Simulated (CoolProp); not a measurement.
Methane along the isotherm 41.05 °C: density (kg/m³) from the reference equation and from simpler models built on Tc = -82.6 °C, pc = 4.599 MPa, ω = 0.011; each cubic takes its own stable root.

Computed with CoolProp (reference Helmholtz-energy equation of state, Setzmann 1991).

| p (MPa) | phase | reference | ideal gas | van der Waals | Redlich-Kwong | Peng-Robinson |
|---|---|---|---|---|---|---|
| 4.6 | supercritical | 30.10 | 28.25 | 30.66 | 30.19 | 30.60 |
| 9.2 | supercritical | 63.55 | 56.50 | 66.29 | 63.65 | 65.08 |
| 13.8 | supercritical | 98.54 | 84.75 | 103.9 | 98.14 | 100.9 |
| 18.4 | supercritical | 132.0 | 113.0 | 136.4 | 130.6 | 134.9 |
| 23 | supercritical | 161.3 | 141.2 | 161.1 | 159.0 | 165.2 |
| 27.6 | supercritical | 186.0 | 169.5 | 179.6 | 183.3 | 191.5 |
| 32.2 | supercritical | 206.4 | 197.7 | 193.9 | 203.8 | 214.2 |
| 36.8 | supercritical | 223.4 | 226.0 | 205.4 | 221.4 | 233.9 |
| 41.4 | supercritical | 237.9 | 254.2 | 214.9 | 236.7 | 251.1 |
| 46 | supercritical | 250.4 | 282.5 | 223.0 | 250.0 | 266.2 |
